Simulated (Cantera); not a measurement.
Feed: 1 mol Mg(OH)2, 0.25 mol C, 1.9 mol H2O, equilibrated at 2175 K and 0.000180 bar.

Equilibrium computed with Cantera from the NASA thermochemical tables; the gas is ideal and each condensed phase is pure. Candidate condensed phases: C, C6H6, C7H8, C8H18, H2O, Mg, MgCO3, MgO, Mg(OH)2; 116 gas species. The tables' values for MgH are old estimates; treat these amounts as uncertain. Kinetics and transport are ignored.

Base state: H2O 0.368, Mg 0.183, H 0.109, O2 0.0893, H2 0.0893, OH 0.0601, O 0.0513, CO 0.0261 (mole fractions); condensed: gas only.

**Question.** What changes in the equilibrium state with this change: temperature from 2175 K to 950 K?

**Answer.** 
| species | before | after |
|---|---|---|
| H2O | 0.368 | 0.770 |
| H2 | 0.0893 | 0.151 |
| CO2 | 0.0207 | 0.0715 |
| Mg | 0.183 | <1e-9 |
| H | 0.109 | 1.61e-8 |
| O2 | 0.0893 | <1e-9 |
| OH | 0.0601 | <1e-9 |
| O | 0.0513 | <1e-9 |
| CO | 0.0261 | 0.00783 |
| MgO | 0.00243 | <1e-9 |
| MgOH | 0.00145 | <1e-9 |
| MgO(s), mol | 0 | 1.00 |
